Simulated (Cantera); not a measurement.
A closed system holds: 1 mol Cr, 0.59 mol N2, equilibrated at 1300 °C and 1.00 bar.

These are equilibrium values from Cantera (NASA tables, ideal gas, pure condensed phases), not measurements of a reactor. Candidate condensed phases: Cr, CrN, Cr2N; 4 gas species. Equilibrium is a limit: real reactors are often held back by kinetics, nucleation or transport.

Base state: N2 1.000 (mole fractions); condensed: Cr2N(s).

What changes in the equilibrium state with this change: temperature from 1300 °C to 2377 °C?


```tsv
species	before	after
N2	1.000	0.794
Cr	1.38e-6	0.206
Cr2N(s), mol	0.500	0
Cr(l), mol	0	0.847
```

What changes in the equilibrium state with this change: temperature from 1300 °C to 2550 °C?


```csv
species,before,after
Cr,1.38e-6,0.534
N2,1.000,0.466
CrN,<1e-9,2.21e-5
"Cr2N(s), mol",0.500,0
"Cr(l), mol",0,0.325
```

What changes in the equilibrium state with this change: temperature from 1300 °C to 1000 °C?


| species | before | after |
|---|---|---|
| N2 | 1.000 | 1.00 |
| Cr2N(s), mol | 0.500 | 0 |
| CrN(s), mol | 0 | 1.00 |
